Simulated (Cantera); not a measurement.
Feed: 1 mol Si, 3.3 mol HCl, 0.78 mol H2.

Method: chemical equilibrium by Gibbs-energy minimisation in Cantera with the NASA 1993 tables (ideal gas, pure condensed phases). Candidate condensed phases: Si; 19 gas species. The tables' values for SiCl3 are old estimates. Rates play no part.

Stable condensed phases, one row left out:

```
T in K \ P in Pa
           10000   26000   67000  170000  450000 1200000 3000000
   1723        A       A       A       A       A       A       B
   1673        A       A       A       A       A       A       B
   1623        A       A       A       A       A       B       B
   1573        A       A       A       A       B       B       B
   1523        A       A       A       B       B       B       B
   1473        A       A       B       B       B       B       B
   1423        A       B       B       B       B       B       B
   1323        B       B       B       B       B       B       B
   1273        B       B       B       B       B       B       B
   1223        B       B       B       B       B       B       B
   1173        B       B       B       B       B       B       B
   1123        B       B       B       B       B       B       B
```

A: gas only; B: Si.

Task: Give the row for 1373 K.

Result: 10000: Si; 26000: Si; 67000: Si; 170000: Si; 450000: Si; 1200000: Si; 3000000: Si.
